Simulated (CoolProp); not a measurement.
R236FA at several states: fugacity coefficient from the reference equation and from simpler models built on Tc = 398.1 K, pc = 3191 kPa, ω = 0.377; each cubic takes its own stable root.

Model: reference Helmholtz-energy equation of state, Pan 2012, in CoolProp.

```json
[
 {"T (K)": "327.5", "p (kPa)": "16000", "phase": "liquid", "reference": "0.06773"},
 {"T (K)": "348.7", "p (kPa)": "51.6", "phase": "gas", "reference": "0.9909"},
 {"T (K)": "370.1", "p (kPa)": "16.6", "phase": "gas", "reference": "0.9976"},
 {"T (K)": "197.6", "p (kPa)": "1010", "phase": "liquid", "reference": "0.001078"},
 {"T (K)": "325.5", "p (kPa)": "11.9", "phase": "gas", "reference": "0.9973"},
 {"T (K)": "242.8", "p (kPa)": "307", "phase": "liquid", "reference": "0.08291"}
]
```

Problem. How far does each simpler model (van der Waals, Redlich-Kwong, Soave-Redlich-Kwong) lie from the reference over these 6 states: mean and median of the absolute difference, and the worst?

Solution. 
- van der Waals: mean 1534.8 %, median 86.3 %, worst +8045.6 % at 197.6 K and 1010 kPa
- Redlich-Kwong: mean 131.1 %, median 26.4 %, worst +535.4 % at 197.6 K and 1010 kPa
- Soave-Redlich-Kwong: mean 2.0 %, median 0.4 %, worst +9.4 % at 327.5 K and 16000 kPa
